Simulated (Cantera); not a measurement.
Feed: 1 mol Si, 2.5 mol Cl2, 18 mol H2, held at 13300 Pa.

Cantera equilibrium calculation (NASA polynomials, part measured and part estimated; ideal gas, pure solids and liquids). Candidate condensed phases: Si; 19 gas species. The tables' values for SiCl3 are old estimates; treat these amounts as uncertain. The numbers say what is thermodynamically allowed, not how fast it happens.

x: gas mole fraction; nothing condenses.

```tsv
T (K)	x H2	x HCl	x SiCl4	x SiHCl3
525	0.897	0.0513	0.0513	(withheld)
625	0.897	0.0513	0.0512	(withheld)
725	0.897	0.0516	0.0510	(withheld)
825	0.896	0.0524	0.0502	(withheld)
925	0.894	0.0543	0.0483	(withheld)
1025	0.891	0.0579	0.0448	(withheld)
1125	0.884	0.0651	0.0387	0.00912
1225	0.868	0.0809	0.0284	0.00952
```

Task: What belongs in the gaps?

Result: 
- 525, x SiHCl3: 3.24e-6
- 625, x SiHCl3: 4.33e-5
- 725, x SiHCl3: 0.000274
- 825, x SiHCl3: 0.00106
- 925, x SiHCl3: 0.00289
- 1025, x SiHCl3: 0.00592
